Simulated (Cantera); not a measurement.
An isothermal plug-flow reactor at 498 K and 1.88 atm (inlet), inlet velocity 4.4 m/s, active area per volume 2700 1/m; feed H2 : O2 : N2 = 0.013 : 0.034 : 0.79 (molar parts).

Cantera simulation using Deutschmann's 1995 Pt surface mechanism with GRI-Mech 3.0 gas chemistry; the numbers are that mechanism's predictions, not measurements. Catalytic surfaces can have several steady states; this one follows from the mechanism file's or the stated starting coverage. Mass transfer to the wall is taken as infinitely fast.

Q: Predict: x(H2) at z = 0.01 m; x(O2) at z = 0.01 m; x(H2O) at z = 0.01 m; θ(free Pt) at the exit; θ(O*) at the exit; θ(OH*) at the exit.

A: 
| Item | Result |
|---|---|
| x(H2) at z = 0.01 m | 0.000136 |
| x(O2) at z = 0.01 m | 0.0332 |
| x(H2O) at z = 0.01 m | 0.0155 |
| θ(free Pt) at the exit | 0.00600 |
| θ(O*) at the exit | 0.977 |
| θ(OH*) at the exit | 0.0173 |
